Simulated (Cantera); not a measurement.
Predominance diagram of Ca at 1025 K against the partial pressures of O2 and Br2 (log10, bar). Source: NASA polynomial tables (part measured, part estimated), evaluated in Cantera. Candidates: Ca(s), CaBr2(l), CaO(s). Only these pure phases compete in this equilibrium. Not in the tables: oxide halides.

Problem. Which phase is stable at these pairs, and which metal-bearing vapour leads over it? (-18.7, -4.3); (-11.3, -18.6); (-11.3, -17.1); (-21.2, -12.9); (-16.2, -14.3); (-6.4, -11.4); (-11.3, -8.6)

Solution. 
| log p(O2) | log p(Br2) | phase | chief vapour | log p (bar) |
|---|---|---|---|---|
| -18.7 | -4.3 | CaBr2(l) | CaBr2 | -6.0 |
| -11.3 | -18.6 | CaO(s) | CaBr2 | -17.4 |
| -11.3 | -17.1 | CaO(s) | CaBr2 | -15.9 |
| -21.2 | -12.9 | CaO(s) | CaBr2 | -6.7 |
| -16.2 | -14.3 | CaO(s) | CaBr2 | -10.6 |
| -6.4 | -11.4 | CaO(s) | CaBr2 | -12.6 |
| -11.3 | -8.6 | CaO(s) | CaBr2 | -7.4 |
